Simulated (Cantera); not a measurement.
Cantera run:

```python
import numpy as np
import cantera as ct

gas_names = """
    CL CL2 H HCL H2 N NH NH2 NH3 N2 N2H2 N2H4 Si SiCL SiCL2 SiCL3 SiCL4 SiH SiHCL3 SiH2 SiH2CL2 SiH3
    SiH3CL SiH4 SiN Si2 Si2N Si3
""".split()
cond_names = """
    NH4CL(a) NH4CL(b) Si(cr) Si(L) Si3N4(a)
""".split()


# ... load() reads the species with a 1 bar reference pressure and builds the phases ...
atoms = {
    'SiH2Cl2': {'Si': 1, 'H': 2, 'CL': 2},
    'N2': {'N': 2},
    'H2': {'H': 2},
}
top_T = {'Si3N4(a)': 2400}  # K; cautious upper limits of use, not melting points


# ... equilibrate(T, P, feed) seeds the gas with the atoms and calls Mixture.equilibrate('TP', solver="vcs", rtol=1e-11, max_steps=5000) ...
results = []
feed = {'SiH2Cl2': 1, 'N2': 30, 'H2': 0.21}  # mol
T = 823  # K
P = 100000  # Pa
mix = equilibrate(T, P, feed)
results.append((T, P, feed, dict(zip(mix.species_names, mix.species_moles))))
x = sorted(zip(gas.X, gas.species_names), reverse=True)
print(f"T = {T:g} K  P = {P:g} Pa  gas = {mix.phase_moles(0):.4g} mol")
print("   x: " + "  ".join(f"{s} {v:.3e}" for v, s in x if v > 1e-06))
print("   condensed (mol): " + ("  ".join(f"{mix.phase(i).name} {mix.phase_moles(i):.4g}"
      for i in range(1, mix.n_phases) if mix.phase_moles(i) > 1e-12) or "none"))
```

Output:

```
T = 823 K  P = 100000 Pa  gas = 31.48 mol
   x: N2 9.357e-01  HCL 4.011e-02  H2 1.837e-02  SiCL4 5.852e-03  NH3 5.744e-06  SiHCL3 3.234e-06
   condensed (mol): Si3N4(a) 0.2719
```

These are equilibrium values from Cantera (NASA tables, ideal gas, pure condensed phases), not measurements of a reactor. N2 is the only nitrogen source here; it is nearly inert below about 1500 K, so the nitride shown seldom forms there in practice.
